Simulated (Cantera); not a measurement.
Mixture: C₃H₈ : O₂ : N₂ = 1 : 8.62 : 32.4 (molar parts), at 15.0 bar, adiabatic and at constant pressure. Ignition delay is the time to a rise of 400 K.

Cantera simulation using GRI-Mech 3.0 (53 species, 325 reactions); the numbers are that mechanism's predictions, not measurements. GRI-Mech 3.0 was tuned for natural gas; its chemistry of propane as a main component is partial and can be far from experiment. The pressure lies above the range GRI-Mech 3.0 was tuned for (to about 10 atm).

Question: What does this change do: N2 32.4 to 62 parts?

Answer: 
| quantity | before | after |
|---|---|---|
| delay at 1300 K | 0.222 ms | 0.328 ms |
| delay at 1500 K | 16.2 µs | 23.8 µs |
| delay at 1700 K | 3.00 µs | 4.80 µs |
| delay at 1900 K | 1.08 µs | 2.36 µs |
Where the delays flatten at high temperature, the 400 K rule measures the pace of heat release, not the induction time.

Question: What does this change do: pressure from 15.0 bar to 10.0 bar?

Answer: 
```tsv
quantity	before	after
delay at 1300 K	0.222 ms	0.284 ms
delay at 1500 K	16.2 µs	20.1 µs
delay at 1700 K	3.00 µs	3.85 µs
delay at 1900 K	1.08 µs	1.44 µs
apparent activation energy between 1800 and 2000 K	120 kJ/mol	110 kJ/mol
```

Question: What does this change do: pressure from 15.0 bar to 5.00 bar?

Answer: 
| quantity | before | after |
|---|---|---|
| delay at 1300 K | 0.222 ms | 0.419 ms |
| delay at 1500 K | 16.2 µs | 29.2 µs |
| delay at 1700 K | 3.00 µs | 6.04 µs |
| delay at 1900 K | 1.08 µs | 2.45 µs |
| apparent activation energy between 1800 and 2000 K | 120 kJ/mol | 100 kJ/mol |
